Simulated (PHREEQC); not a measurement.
Consider water at 25 °C with 0.0012 mol LiOH, 0.00021 mol K2SiO3 and 7.2e-05 mol (CH3)4NCl per kg of water. Closed to the air; pH follows from the charge balance.

Computed with PHREEQC (ion-association model, phreeqc.dat).

No solid was allowed to form.

Estimate the pH, ionic strength.

pH 11.13; ionic strength 0.00169 mol/kgw.

In which forms is Si present?

H3SiO4- 94 %, H4SiO4 4.6 %, H2SiO4-2 1.0 % of the Si.

Complexes and solids missing from the database can't appear. (CH3)4N+ isn't in the database: it is added as a free cation with an ion size of 4 Å.
